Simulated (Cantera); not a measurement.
Input: 1 mol CO₂, 0.48 mol H₂, equilibrated at 2373 K and 0.00133 bar.

Cantera equilibrium calculation (NASA polynomials, part measured and part estimated; ideal gas, pure solids and liquids). Rates play no part.

```json
[
 {"species": "CO", "before": "0.370", "after": "0.326"},
 {"species": "CO₂", "before": "0.185", "after": "0.296"},
 {"species": "H₂O", "before": "0.149", "after": "0.221"},
 {"species": "H", "before": "0.0865", "after": "0.0378"},
 {"species": "O", "before": "0.0511", "after": "0.0154"},
 {"species": "O₂", "before": "0.0620", "after": "0.0315"},
 {"species": "OH", "before": "0.0449", "after": "0.0267"},
 {"species": "H₂", "before": "0.0511", "after": "0.0454"}
]
```
Gas species are given as mole fractions.

Task: Name the change that produced these shifts.
(A) temperature from 2373 K to 2148.15 K
(B) H₂ from 0.48 to 3.8 mol
(C) temperature from 2373 K to 875 K
(D) temperature from 2373 K to 2225 K

Result: D, temperature from 2373 K to 2225 K
